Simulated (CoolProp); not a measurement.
Computed with CoolProp (reference Helmholtz-energy equation of state, Lemmon 2006). It is a short technical equation, of lower accuracy than the large ones.

Problem. Give the vapour pressure (kPa), vapour density (kg/m³), enthalpy of vaporisation (kJ/kg), surface tension (mN/m) of saturated n-nonane at 488.1 K.

Solution. 
```json
[
 {"T (K)": "488.1", "p (kPa)": "427", "vapour density (kg/m³)": "16.1", "enthalpy of vaporisation (kJ/kg)": "240", "surface tension (mN/m)": "6.15"}
]
```

Surface tension comes from a separate correlation (Mulero 2012).
